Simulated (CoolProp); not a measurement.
A Linde-Hampson liquefier for CF4 (R14): isothermal reversible compression at 290 K from 1 atm to 10 MPa, throttling to 1 atm, return gas leaving the recuperator 5 K below the feed. Each further row changes one setting.

Computed with CoolProp (reference Helmholtz-energy equation of state, Platzer 1990). This equation is an older, rougher fit; its heat capacities, sound speeds and derivatives of the liquid may be far off and weren't checked against measurements.

```csv
case,liquid yield per pass,compression work (kJ/kg of gas)
as stated,0.200,115
high pressure 20 MPa,0.290,128
warm-end temperature 320 K,0.131,131
warm-end gap 10 K,0.187,115
```
